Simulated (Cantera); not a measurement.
An isothermal, constant-pressure homogeneous reactor starts with 25.6 % CH₄, 74.4 % CO₂, at 1650 K and 9.87 atm.

Model: GRI-Mech 3.0 (53 species, 325 reactions), integrated in Cantera.

One state of this run: x CH₄ = 0.193; x CO₂ = 0.694; x C₂H = 7.31e-9; x CH₂ = 1.50e-8; x H₂O₂ = <1e-12; x CH₃ = 0.000275; x HCO = 3.34e-9. x: mole fraction; the columns are a selection and need not sum to one.

Task: Which value of t (s) does it belong to?
A. 0.00215
B. 0.00825
C. 26.1
D. 0.0316

Result: A, 0.00215
